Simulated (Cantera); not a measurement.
# Low-pressure radical oxidation in H2/O2

A perfectly stirred reactor is fed with 13.8 % H₂, 86.2 % O₂, equivalence ratio 0.080, at 10.00 Torr; it is held at 1098 K, and followed from long to short residence time.

Computed with Cantera and the H2/O2 subset of GRI-Mech 3.0, which has no nitrogen chemistry. Radical loss at walls, strong at low pressure, is not modelled. The temperature is held fixed by assumption; the heat of reaction is taken as removed at once.

```tsv
τ (s)	x H₂	x O₂	x H₂O₂	x H₂O	x HO₂	x OH	x O
1.9	0.000393	0.850	2.37e-7	0.147	4.05e-6	0.000922	0.00143
0.65	0.000756	0.848	2.79e-7	0.146	5.58e-6	0.00133	0.00284
0.22	0.00144	0.845	3.13e-7	0.144	7.16e-6	0.00194	0.00559
0.077	0.00267	0.840	3.34e-7	0.140	8.51e-6	0.00277	0.0104
0.027	0.00488	0.830	3.41e-7	0.133	9.39e-6	0.00387	0.0180
0.0093	0.00892	0.816	3.42e-7	0.121	9.61e-6	0.00520	0.0276
0.0032	0.0167	0.806	3.66e-7	0.103	9.25e-6	0.00655	0.0334
```
x: mole fraction; the columns are a selection and need not sum to one.
